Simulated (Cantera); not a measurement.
Input (Python, Cantera):

```python
import numpy as np
import cantera as ct

gas = ct.Solution("gri30.yaml")
gas.TPX = 1650, 101325, {'CH4': 1, 'CO2': 2.9}
reactor = ct.IdealGasConstPressureReactor(gas, energy="off", clone=False)
net = ct.ReactorNet([reactor])
net.rtol, net.atol = 1e-08, 1e-18
show = ['CH4', 'CO2', 'C2H', 'CH2', 'H2O2', 'CH3', 'HCO']
times = np.geomspace(1e-05, 100, 13)

steps = ct.SolutionArray(gas, extra=["t"])
rows = []
print(f"{'t/s':>10s}{'T/K':>9s}{'P/Pa':>11s}" + "".join(f"{s:>11s}" for s in show))
for t in times:
    while net.time < t:
        t_next = net.step()
        steps.append(gas.state, t=t_next)
    rows.append([np.interp(t, steps.t, y) for y in (steps.T, steps.P, *steps(*show).X.T)])
    print(f"{t:10.3e}{rows[-1][0]:9.1f}{rows[-1][1]:11.4g}" + "".join(f"{x:11.3e}" for x in rows[-1][2:]))
rate = np.gradient(steps.T, steps.t)
print("integrator steps:", len(steps.t))
if steps.T.max() > steps.T[0] + 200:
    print(f"time of steepest temperature rise: {steps.t[rate.argmax()]:.4e} s")
gas.TPX = 1650, 101325, {'CH4': 1, 'CO2': 2.9}
gas.equilibrate("TP")
print(f"equilibrium (TP): T = {gas.T:.1f} K  " + "  ".join(f"{s} {gas[s].X[0]:.3e}" for s in show))
```

Result:

```
       t/s      T/K       P/Pa        CH4        CO2        C2H        CH2       H2O2        CH3        HCO
 1.000e-05   1650.0  1.013e+05  2.564e-01  7.436e-01  4.345e-18  2.497e-10  2.586e-16  4.253e-05  7.975e-14
 3.831e-05   1650.0  1.013e+05  2.562e-01  7.435e-01  4.875e-15  3.170e-09  4.094e-16  1.560e-04  5.819e-12
 1.468e-04   1650.0  1.013e+05  2.556e-01  7.434e-01  2.556e-12  2.098e-08  4.241e-16  4.088e-04  4.100e-10
 5.623e-04   1650.0  1.013e+05  2.524e-01  7.425e-01  1.305e-10  6.541e-08  1.143e-15  7.319e-04  6.884e-09
 2.154e-03   1650.0  1.013e+05  2.331e-01  7.327e-01  3.934e-09  1.161e-07  1.215e-14  9.373e-04  2.122e-08
 8.254e-03   1650.0  1.013e+05  1.786e-01  6.799e-01  2.520e-08  8.024e-08  8.937e-14  6.320e-04  1.517e-08
 3.162e-02   1650.0  1.013e+05  9.228e-02  5.323e-01  6.223e-08  8.535e-08  6.588e-13  3.738e-04  1.161e-08
 1.212e-01   1650.0  1.013e+05  2.041e-02  3.358e-01  1.129e-07  1.246e-07  3.854e-12  1.415e-04  1.291e-08
 4.642e-01   1650.0  1.013e+05  1.130e-02  2.370e-01  4.622e-08  4.537e-08  2.217e-12  6.594e-05  1.400e-08
 1.778e+00   1650.0  1.013e+05  5.248e-03  1.730e-01  6.741e-09  8.534e-09  1.077e-12  2.456e-05  1.669e-08
 6.813e+00   1650.0  1.013e+05  3.223e-04  1.549e-01  2.858e-11  2.791e-10  8.530e-13  1.405e-06  1.758e-08
 2.610e+01   1650.0  1.013e+05  1.311e-08  1.544e-01  8.713e-19  1.255e-14  8.895e-13  5.841e-11  1.802e-08
 1.000e+02   1650.0  1.013e+05  1.211e-08  1.544e-01  7.723e-19  1.170e-14  8.895e-13  5.399e-11  1.802e-08
integrator steps: 2469
equilibrium (TP): T = 1650.0 K  CH4 1.306e-08  CO2 1.544e-01  C2H 8.319e-19  CH2 1.256e-14  H2O2 8.895e-13  CH3 5.822e-11  HCO 1.802e-08
```

Computed with Cantera and GRI-Mech 3.0 (53 species, 325 reactions).
